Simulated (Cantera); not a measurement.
Input: 1 mol Ti(OiPr)4, 0.31 mol CH4, at 1375 K and 100000 Pa.

These are equilibrium values from Cantera (NASA tables, ideal gas, pure condensed phases), not measurements of a reactor. Candidate condensed phases: C, C6H6, C7H8, C8H18, H2O, Ti, TiC, TiO, TiO2, Ti2O3, Ti3O5, Ti4O7; 113 gas species. The feed counts by its element totals alone. Rates play no part.

Base state: H2 0.858, CO 0.138, CH4 0.00367, H2O 0.000543, CO2 4.21e-5 (mole fractions); condensed: C(graphite) + Ti3O5(s).

Question: What changes in the equilibrium state with this change: temperature from 1375 K to 1198 K?

Answer: 
```csv
species,before,after
H2,0.858,0.866
CO,0.138,0.119
CH4,0.00367,0.0120
CO2,4.21e-5,0.000275
H2O,0.000543,0.00273
"C(graphite), mol",9.92,10.2
"Ti3O5(s), mol",0.333,0
"TiO2(rutile), mol",0,1.00
```
